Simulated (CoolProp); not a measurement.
Vapour-liquid equilibrium of acetone (1) + n-dodecane (2) at 1.59 bar; x and y are mole fractions of (1).

Computed with CoolProp (multi-fluid Helmholtz-energy mixture model, Lemmon 2006 and Lemmon 2004; pair parameters Bell 2016).

### Question
Give the bubble temperature and the first vapour's composition at x = 0.35, 0.65, 0.875. Is there an azeotrope?

### Answer
x = 0.35: 88.9 °C, y = 0.994; x = 0.65: 77.8 °C, y = 0.997; x = 0.875: 73.7 °C, y = 0.999. No azeotrope shows between x = 0.05 and 0.95.

The pair parameters rest on a limited set of measurements; away from them the model extrapolates. The gap from Raoult's law changes sign with composition, which may be real or a fault of the pair parameters; it wasn't checked against measurements. With so large a gap from Raoult's law the liquid may split in two, which this calculation doesn't test in full.
